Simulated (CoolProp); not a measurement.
A closed Brayton cycle with dry air: compressor inlet 305.15 K and 4.5 MPa, high pressure 12.7 MPa, turbine inlet 675 K, compressor efficiency 0.85, turbine efficiency 0.93, recuperator effectiveness 0 (on enthalpy, no pinch check). Each further row changes one setting.

The numbers come from the reference Helmholtz-energy equation of state, Lemmon 2000 in CoolProp. It is a pseudo-pure fit of the blend.

| case | thermal efficiency (%) | net work (kJ/kg) | compressor to turbine work | compressor exit (K) | turbine exit (K) |
|---|---|---|---|---|---|
| as stated | 15.4 | 41.1 | 0.76 | 430.3 | 518.9 |
| turbine inlet 625 K | 13.4 | 28.4 | 0.82 | 430.3 | 479.0 |
| compressor inlet 315.15 K | 14.6 | 36.6 | 0.78 | 444.1 | 518.9 |
| high pressure 10.8 MPa | 14.0 | 40.4 | 0.72 | 408.2 | 540.8 |
| recuperator effectiveness 0.5 | 18.7 | 41.1 | 0.76 | 430.3 | 518.9 |
